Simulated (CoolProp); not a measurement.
n-hexane along the isotherm 569.9 K: Z from the reference equation and from simpler models built on Tc = 507.8 K, pc = 30.44 bar, ω = 0.300; each cubic takes its own stable root.

Model: reference Helmholtz-energy equation of state, Thol 2019, in CoolProp.

| p (bar) | phase | reference |
|---|---|---|
| 4.15 | gas | 0.9676 |
| 8.3 | gas | 0.9343 |
| 12.5 | gas | 0.8993 |
| 16.6 | gas | 0.8640 |
| 20.8 | gas | 0.8264 |
| 24.9 | gas | 0.7882 |
| 29.1 | gas | 0.7474 |
| 33.2 | supercritical | 0.7059 |
| 37.4 | supercritical | 0.6618 |
| 41.5 | supercritical | 0.6177 |
| 45.7 | supercritical | 0.5727 |

Q: How far does each simpler model (van der Waals, Redlich-Kwong, Peng-Robinson) lie from the reference over these 11 states: mean and median of the absolute difference, and the worst?

A: 
- van der Waals: mean 3.5 %, median 0.9 %, worst -13.8 % at 569.9 K and 45.7 bar
- Redlich-Kwong: mean 2.1 %, median 1.5 %, worst -5.7 % at 569.9 K and 45.7 bar
- Peng-Robinson: mean 1.2 %, median 1.3 %, worst -1.8 % at 569.9 K and 29.1 bar
